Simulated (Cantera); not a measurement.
A Cantera script and what it prints.

```python
import numpy as np
import cantera as ct

gas_names = [...]  # 151 gases of nasa_gas.yaml made of C, H, N, O, Si
cond_names = """
    C(gr) C6H6(L) C7H8(L) C8H18(L),n-octa H2O(s) H2O(L) Si(cr) Si(L) SiC(b) SiO2(Lqz) SiO2(hqz) SiO2(L)
    Si2N2O(s) Si3N4(a)
""".split()


# ... load() reads the species with a 1 bar reference pressure and builds the phases ...
atoms = {
    'Si3N4': {'Si': 3, 'N': 4},
    'CO2': {'C': 1, 'O': 2},
    'H2': {'H': 2},
}
top_T = {'C(gr)': 4500, 'SiC(b)': 3050, 'Si2N2O(s)': 2100, 'Si3N4(a)': 2400}  # K; cautious upper limits of use, not melting points


# ... equilibrate(T, P, feed) seeds the gas with the atoms and calls Mixture.equilibrate('TP', solver="vcs", rtol=1e-11, max_steps=5000) ...
results = []
T = 1173.15  # K
P = 100000  # Pa
for m in [0.087, 0.12, 0.17, 0.24, 0.33, 0.46, 0.64, 0.9, 1.2, 1.7]:
    feed = {'Si3N4': 1, 'CO2': m, 'H2': 700}  # mol
    mix = equilibrate(T, P, feed)
    results.append((T, P, feed, dict(zip(mix.species_names, mix.species_moles))))
    x = sorted(zip(gas.X, gas.species_names), reverse=True)
    print(f"T = {T:g} K  P = {P:g} Pa  n(CO2) = {m:g} mol  gas = {mix.phase_moles(0):.4g} mol")
    print("   x: " + "  ".join(f"{s} {v:.3e}" for v, s in x if v > 0.0001))
    print("   condensed (mol): " + ("  ".join(f"{mix.phase(i).name} {mix.phase_moles(i):.4g}"
          for i in range(1, mix.n_phases) if mix.phase_moles(i) > 1e-12) or "none"))
```

It prints:

```
T = 1173.15 K  P = 100000 Pa  n(CO2) = 0.087 mol  gas = 700 mol
   x: H2 9.998e-01  CH4 1.243e-04
   condensed (mol): Si2N2O(s) 0.174  Si3N4(a) 0.884
T = 1173.15 K  P = 100000 Pa  n(CO2) = 0.12 mol  gas = 700 mol
   x: H2 9.997e-01  CH4 1.714e-04  N2 1.131e-04
   condensed (mol): Si2N2O(s) 0.24  Si3N4(a) 0.84
T = 1173.15 K  P = 100000 Pa  n(CO2) = 0.17 mol  gas = 699.9 mol
   x: H2 9.996e-01  CH4 2.429e-04  N2 1.605e-04
   condensed (mol): Si2N2O(s) 0.34  Si3N4(a) 0.7733
T = 1173.15 K  P = 100000 Pa  n(CO2) = 0.24 mol  gas = 699.9 mol
   x: H2 9.994e-01  CH4 3.429e-04  N2 2.270e-04
   condensed (mol): Si2N2O(s) 0.48  Si3N4(a) 0.68
T = 1173.15 K  P = 100000 Pa  n(CO2) = 0.33 mol  gas = 699.9 mol
   x: H2 9.992e-01  CH4 4.715e-04  N2 3.124e-04
   condensed (mol): Si2N2O(s) 0.66  Si3N4(a) 0.56
T = 1173.15 K  P = 100000 Pa  n(CO2) = 0.46 mol  gas = 699.8 mol
   x: H2 9.989e-01  CH4 6.572e-04  N2 4.359e-04
   condensed (mol): Si2N2O(s) 0.92  Si3N4(a) 0.3867
T = 1173.15 K  P = 100000 Pa  n(CO2) = 0.64 mol  gas = 699.8 mol
   x: H2 9.985e-01  CH4 9.145e-04  N2 6.070e-04
   condensed (mol): Si2N2O(s) 1.28  Si3N4(a) 0.1467
T = 1173.15 K  P = 100000 Pa  n(CO2) = 0.9 mol  gas = 699.8 mol
   x: H2 9.979e-01  CH4 1.233e-03  N2 8.269e-04
   condensed (mol): SiO2(hqz) 0.1617  Si2N2O(s) 1.419
T = 1173.15 K  P = 100000 Pa  n(CO2) = 1.2 mol  gas = 699.7 mol
   x: H2 9.971e-01  CH4 1.638e-03  N2 1.103e-03
   condensed (mol): SiO2(hqz) 0.5489  Si2N2O(s) 1.226
T = 1173.15 K  P = 100000 Pa  n(CO2) = 1.7 mol  gas = 699.6 mol
   x: H2 9.960e-01  CH4 2.307e-03  N2 1.563e-03  CO 1.226e-04
   condensed (mol): SiO2(hqz) 1.193  Si2N2O(s) 0.9037
```

Method: chemical equilibrium by Gibbs-energy minimisation in Cantera with the NASA 1993 tables (ideal gas, pure condensed phases). Mutual solubility and eutectic melting of coexisting phases are not modelled. The tables hold silica as quartz up to 1696 K and as liquid above; real silica turns to tridymite and cristobalite and melts near 1996 K.
